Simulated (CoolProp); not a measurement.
Vapour-liquid equilibrium of dimethyl carbonate (1) + n-octane (2) at 129.85 °C; x and y are mole fractions of (1).

Model: multi-fluid Helmholtz-energy mixture model, Zhou 2011 and Beckmüller 2019; pair parameters Bell 2016, in CoolProp.

```
x     bubble pressure (MPa)  y at the bubble point  dew pressure at overall composition x (MPa)  liquid density (mol/L)
----  ---------------------  ---------------------  -------------------------------------------  ----------------------
0.05                    [?]                  0.254                                       0.1192                   5.436
0.2                  0.2224                  0.557                                       0.1389                   5.839
0.35                 0.2662                  0.669                                          [?]                     [?]
0.5                  0.2913                  0.730                                       0.2039                   6.898
0.65                    [?]                  0.778                                          [?]                   7.619
0.8                  0.3158                    [?]                                       0.3111                   8.531
0.95                 0.3158                  0.940                                       0.3151                   9.697
```

**Question.** Complete the blanks.

**Answer.** 
- 0.05, bubble pressure (MPa): 0.1475
- 0.35, dew pressure at overall composition x (MPa): 0.1657
- 0.35, liquid density (mol/L): 6.317
- 0.65, bubble pressure (MPa): 0.3064
- 0.65, dew pressure at overall composition x (MPa): 0.2584
- 0.8, y at the bubble point: 0.835

y crosses x between x = 0.8 and 0.95: the model has an azeotrope there.

The pair parameters rest on a limited set of measurements; away from them the model extrapolates.
